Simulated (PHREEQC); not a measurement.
A solution holds 0.042 mol H2SO4 and 0.0042 mol CuSO4 per kg of water, at 25 °C. Closed to the air; pH follows from the charge balance.

The numbers come from PHREEQC with the ion-association model, phreeqc.dat.

Precipitation was switched off in this run.

Problem. Order these S species by the share of S that they hold, largest first: HSO4-, CuSO4, SO4-2.

Solution. HSO4- (67 %), SO4-2 (30 %), CuSO4 (3.0 %)

The pH is 1.35 and the ionic strength 0.0755 mol/kgw.
